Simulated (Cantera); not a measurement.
A freely propagating, adiabatic, planar premixed flame of CH₄ : CO : O₂ : N₂ = 1 : 0.088 : 2.13 : 8.01 (molar parts), unburnt at 500 K and 2.30 bar; mixture-averaged transport, grid criteria slope 0.08 and curve 0.16, no radiation.

Cantera simulation using GRI-Mech 3.0 (53 species, 325 reactions); the numbers are that mechanism's predictions, not measurements. Burning velocities carry a grid error of a few per cent, more on coarse grids.

Q: How do the results move with these cheaper or finer settings: unity-Lewis-number transport; multicomponent transport; multicomponent+Soret transport; grid criteria slope 0.5, curve 1; grid criteria slope 0.25, curve 0.5; grid criteria slope 0.03, curve 0.06?

A: 
```tsv
setting	laminar burning velocity	thermal thickness	peak x(C₂H)	peak x(H₂O₂)	grid points
as above	69.5 cm/s	0.192 mm	2.17e-7	3.26e-5	143
unity-Lewis-number transport	55.4 cm/s	0.209 mm	2.07e-7	7.74e-6	133
multicomponent transport	69.9 cm/s	0.195 mm	2.21e-7	3.16e-5	143
multicomponent+Soret transport	68.7 cm/s	0.196 mm	2.07e-7	3.15e-5	144
grid criteria slope 0.5, curve 1	75.5 cm/s	0.211 mm	2.10e-7	3.25e-5	37
grid criteria slope 0.25, curve 0.5	71.8 cm/s	0.199 mm	2.13e-7	3.30e-5	56
grid criteria slope 0.03, curve 0.06	68.4 cm/s	0.191 mm	2.17e-7	3.25e-5	347
```
The base run took roughly 16 core-seconds.
Unity Lewis numbers drop preferential diffusion, which matters most where H2 and H carry the flame; Soret adds thermal diffusion.
